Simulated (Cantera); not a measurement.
Input: 1 mol TiO₂, a varied amount of H₂, held at 1325 °C and 0.100 bar.

These are equilibrium values from Cantera (NASA tables, ideal gas, pure condensed phases), not measurements of a reactor. Candidate condensed phases: H₂O, Ti, TiO, TiO₂, Ti₂O₃, Ti₃O₅, Ti₄O₇; 12 gas species. Mutual solubility and eutectic melting of coexisting phases are not modelled. Condensed phases not in the tables: Magnéli phases beyond Ti₄O₇. Kinetics and transport are ignored.

x: gas mole fraction; n: condensed amount in mol.

| n(H₂) (mol) | x H₂ | x H₂O | x H | x OH | n Ti₄O₇(s) | n Ti₃O₅(s) |
|---|---|---|---|---|---|---|
| 9.5 | 0.974 | 0.0263 | 0.000166 | [?] | 0.250 | 0 |
| 13 | 0.981 | 0.0192 | 0.000167 | [?] | 0.250 | 0 |
| 17 | 0.985 | 0.0147 | 0.000167 | [?] | 0.250 | 0 |
| 23 | 0.989 | 0.0109 | 0.000167 | [?] | 0.250 | 0 |
| 30 | 0.990 | 0.00944 | 0.000168 | [?] | 0.150 | 0.133 |
| 40 | 0.992 | 0.00833 | 0.000168 | [?] | 0 | 0.333 |
| 54 | 0.994 | 0.00617 | 0.000168 | [?] | 0 | 0.333 |
| 72 | 0.995 | 0.00463 | 0.000168 | [?] | 0 | 0.333 |
| 96 | 0.996 | 0.00347 | 0.000168 | [?] | 0 | 0.333 |
| 130 | 0.997 | 0.00256 | 0.000168 | [?] | 0 | 0.333 |
| 170 | 0.998 | 0.00196 | 0.000168 | [?] | 0 | 0.333 |
| 230 | 0.998 | 0.00145 | 0.000168 | [?] | 0 | 0.333 |
| 300 | 0.999 | 0.00111 | 0.000168 | [?] | 0 | 0.333 |

**Question.** Complete the blanks.

**Answer.** 
- 9.5, x OH: 1.75e-7
- 13, x OH: 1.27e-7
- 17, x OH: 9.71e-8
- 23, x OH: 7.16e-8
- 30, x OH: 6.22e-8
- 40, x OH: 5.48e-8
- 54, x OH: 4.06e-8
- 72, x OH: 3.04e-8
- 96, x OH: 2.28e-8
- 130, x OH: 1.68e-8
- 170, x OH: 1.29e-8
- 230, x OH: 9.50e-9
- 300, x OH: 7.28e-9
